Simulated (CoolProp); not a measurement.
The fluid at 295.27 K and 3.12 MPa is compressed adiabatically to 19.3 MPa with isentropic efficiency 1. The same conditions are run with several fluids, on thermodynamics alone (safety and materials aside).

Model: reference Helmholtz-energy equation of state of each fluid (hydrogen chloride: Thol 2018; ethylene: Smukala 2000; nitrous oxide: Lemmon 2006; methane: Setzmann 1991), in CoolProp.

```
fluid              work (kJ/kg)  final temperature (K)  final density (kg/m³)
-----------------  ------------  ---------------------  ---------------------
hydrogen chloride           [?]                    [?]                    204
ethylene                    [?]                  431.2                    [?]
nitrous oxide               [?]                  452.4                    283
methane                     [?]                  449.1                   82.1
```

Task: Complete the blanks.

Result: 
- hydrogen chloride, work (kJ/kg): 127
- hydrogen chloride, final temperature (K): 497.5
- ethylene, work (kJ/kg): 150
- ethylene, final density (kg/m³): 185
- nitrous oxide, work (kJ/kg): 99.1
- methane, work (kJ/kg): 336
